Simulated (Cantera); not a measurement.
Input: 1 mol CH₃SiCl₃, 0.044 mol C₃H₈, 11 mol H₂, at 13.3 mbar.

Equilibrium computed with Cantera from the NASA thermochemical tables; the gas is ideal and each condensed phase is pure. Candidate condensed phases: C, C₆H₆, C₇H₈, C₈H₁₈, Si, SiC; 109 gas species. The feed counts by its element totals alone. Equilibrium is a limit: real reactors are often held back by kinetics, nucleation or transport.

Over these rows the condensed part is C(graphite) + SiC(s). Partial pressures as log10 of bar:

```tsv
T (K)	1000/T (1/K)	log p SiCl₄	log p H₂	log p HCl
1298	0.7704	-5.49	-1.98	-2.55
1348	0.7418	?	-1.98	-2.55
1398	0.7153	-6.08	-1.98	-2.55
1448	0.6906	-6.34	-1.98	-2.55
1498	0.6676	-6.59	-1.98	-2.56
1548	0.6460	-6.83	-1.98	-2.56
```

### Question
Fit log p(SiCl₄) = a + b·(1000/T) to the five rows, give the apparent enthalpy, and predict the row at 1348 K.

### Answer
Means: 1000/T = 0.6980, log p = -6.266. Sxy = 0.099125, Sxx = 0.0092240, so b = 10.75 and a = -6.266 − (10.75)×0.6980 = -13.77.
Apparent enthalpy: −19.145 × (10.75) = -206 kJ/mol. With the condensed phases at unit activity, SiC(s) + 4 HCl(g) = SiCl₄(g) + C(graphite) + 2 H₂(g) links this pressure to the main gases: over the six rows their terms move log p by -0.04 in all, so the slope is close to that reaction's ΔH°. The five rows lie within 0.01 of the line.
Prediction at 1348 K: -13.77 + (10.75)×0.7418 = -5.80. The computed value is -5.79, 0.01 from the line.
